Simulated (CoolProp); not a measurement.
Vapour-liquid equilibrium of CHF3 (R23) (1) + R227EA (2) at -51.45 °C; x and y are mole fractions of (1).

The numbers come from the multi-fluid Helmholtz-energy mixture model, Penoncello 2003 and Lemmon 2016; pair parameters Bell 2016 in CoolProp.

### Question
Give the bubble pressure and the first vapour's composition at x = 0.05, 0.2, 0.65. Is there an azeotrope?

### Answer
x = 0.05: 0.03977 MPa, y = 0.598; x = 0.2: 0.1149 MPa, y = 0.878; x = 0.65: 0.3109 MPa, y = 0.975. No azeotrope shows between x = 0.05 and 0.95.

The pair parameters rest on a limited set of measurements; away from them the model extrapolates.
